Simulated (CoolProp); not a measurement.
Ammonia along the isotherm 437.7 K: Z from the reference equation and from simpler models built on Tc = 405.6 K, pc = 113.6 bar, ω = 0.256; each cubic takes its own stable root.

The numbers come from the reference Helmholtz-energy equation of state, Gao 2020 in CoolProp.

| p (bar) | phase | reference |
|---|---|---|
| 0.539 | gas | 0.9987 |
| 1.02 | gas | 0.9975 |
| 1.94 | gas | 0.9952 |
| 3.67 | gas | 0.9909 |
| 6.96 | gas | 0.9826 |
| 13.2 | gas | 0.9668 |
| 25 | gas | 0.9360 |
| 47.4 | gas | 0.8742 |
| 89.9 | gas | 0.7417 |
| 170 | supercritical | 0.4036 |

Problem. How far does each simpler model (Redlich-Kwong, Soave-Redlich-Kwong, Peng-Robinson) lie from the reference over these 10 states: mean and median of the absolute difference, and the worst?

Solution. 
- Redlich-Kwong: mean 0.7 %, median 0.1 %, worst +5.0 % at 437.7 K and 170 bar
- Soave-Redlich-Kwong: mean 2.4 %, median 0.2 %, worst +18.8 % at 437.7 K and 170 bar
- Peng-Robinson: mean 1.3 %, median 0.1 %, worst +11.6 % at 437.7 K and 170 bar
